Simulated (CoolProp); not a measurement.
Model: reference Helmholtz-energy equation of state, Penoncello 2003, in CoolProp.

### Question
For CHF3 (R23), give the phase and the cp (kJ/(kg K)), speed of sound (m/s), Prandtl number at 229.9 K and 101 kPa; 238.6 K and 101 kPa; 291 K and 101 kPa.

### Answer
- 229.9 K and 101 kPa: gas; cp 0.659, speed of sound 181, Prandtl number 0.762
- 238.6 K and 101 kPa: gas; cp 0.666, speed of sound 184, Prandtl number 0.763
- 291 K and 101 kPa: gas; cp 0.727, speed of sound 202, Prandtl number 0.800

Viscosity comes from a separate model (Shan 2000). Thermal conductivity comes from a separate model (Shan 2000).
